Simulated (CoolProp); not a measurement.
A single-stage vapour-compression cycle with n-butane: evaporating at 238.15 K (dew point), condensing at 267.15 K (bubble point), superheat 2 K, subcooling 5 K, compressor efficiency 0.8, no pressure losses. Each further row changes one setting.

Computed with CoolProp (reference Helmholtz-energy equation of state, Bücker 2006).

```tsv
case	cooling COP	pressure ratio	discharge temperature (K)	refrigerating effect (kJ/kg)	volumetric capacity (kJ/m³)
as stated	6.16	3.73	280.2	364	235
evaporating temperature 243.15 K	7.73	…	…	371	303
condensing temperature 262.15 K	…	3.05	273.9	375	243
subcooling 10 K	6.35	3.73	280.2	375	243
superheat 12 K	6.15	3.73	290.6	379	235
compressor efficiency 0.7	5.39	3.73	285.3	364	235
```

Question: Fill in the missing entries.

Answer: 
- evaporating temperature 243.15 K, pressure ratio: 2.90
- evaporating temperature 243.15 K, discharge temperature (K): 277.8
- condensing temperature 262.15 K, cooling COP: 7.58
